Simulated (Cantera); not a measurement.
A closed system holds: 1 mol borazine, a varied amount of H₂O, 73 mol H₂, at 5200 Pa.

Cantera equilibrium calculation (NASA polynomials, part measured and part estimated; ideal gas, pure solids and liquids). Candidate condensed phases: B, BN, B₂O₃, B₃O₃H₃, H₂O; 39 gas species. The feed counts by its element totals alone. Mutual solubility and eutectic melting of coexisting phases are not modelled. Gases not in the tables: H₃BO₃. Kinetics and transport are ignored.

Stable condensed phases, one row left out:

```
T in K \ n(H₂O) in mol
         0.19 0.24 0.29 0.35 0.43 0.53 0.65  0.8 0.97
   1675     A    A    A    A    A    A    A    A    A
   1625     A    A    A    A    A    A    A    A    A
   1575     A    A    A    A    A    A    A    A    A
   1475     A    A    A    A    A    B    B    B    B
   1425     A    A    B    B    B    B    B    B    B
   1375     B    B    B    B    B    B    B    B    B
   1325     B    B    B    B    B    B    B    B    B
   1275     B    B    B    B    B    B    B    B    B
   1225     B    B    B    B    B    B    B    B    B
   1175     B    B    B    B    B    B    B    B    B
   1125     B    B    B    B    B    B    B    B    B
   1075     B    B    B    B    B    B    B    B    B
   1025     B    B    B    B    B    B    B    B    B
```

A: BN; B: BN + B₂O₃.

Question: Give the row for 1525 K.

Answer: 0.19: BN; 0.24: BN; 0.29: BN; 0.35: BN; 0.43: BN; 0.53: BN; 0.65: BN; 0.8: BN; 0.97: BN + B₂O₃.
